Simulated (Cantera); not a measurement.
**Thermodynamics of silicon carbide growth, feed SiH4 + C3H8 + H2**

Input: 1 mol SiH4, 0.13 mol C3H8, 1000 mol H2, held at 0.0410 bar.

Cantera equilibrium calculation (NASA polynomials, part measured and part estimated; ideal gas, pure solids and liquids). Candidate condensed phases: C, C6H6, C7H8, C8H18, Si, SiC; 87 gas species. Mutual solubility and eutectic melting of coexisting phases are not modelled. Gases not in the tables: Si2H6 and higher silanes. The numbers say what is thermodynamically allowed, not how fast it happens.

| T (K) | x H2 | x H | x Si | x C2H2 (acetylene) | n Si(l) | n SiC(s) |
|---|---|---|---|---|---|---|
| 1698 | 0.999 | 0.000714 | 1.60e-5 | 1.55e-8 | 0.575 | 0.389 |
| 1798 | 0.998 | 0.00174 | 7.52e-5 | 9.81e-8 | 0.486 | 0.388 |
| 1898 | 0.996 | 0.00385 | 0.000300 | 5.08e-7 | 0.188 | 0.383 |
| 1998 | 0.991 | 0.00789 | 0.000492 | 9.89e-6 | 0 | 0.354 |
| 2098 | 0.984 | 0.0151 | 0.000754 | 0.000150 | 0 | 0.0391 |
| 2198 | 0.972 | 0.0271 | 0.000848 | 0.000177 | 0 | 0 |
| 2298 | 0.953 | 0.0462 | 0.000877 | 0.000180 | 0 | 0 |
x: gas mole fraction; n: condensed amount in mol.

From 1698 K to 1898 K the condensed part is Si(l) + SiC(s). From 1998 K to 2098 K the condensed part is SiC(s). From 2198 K to 2298 K nothing is condensed. The main Si-bearing gas is Si throughout.
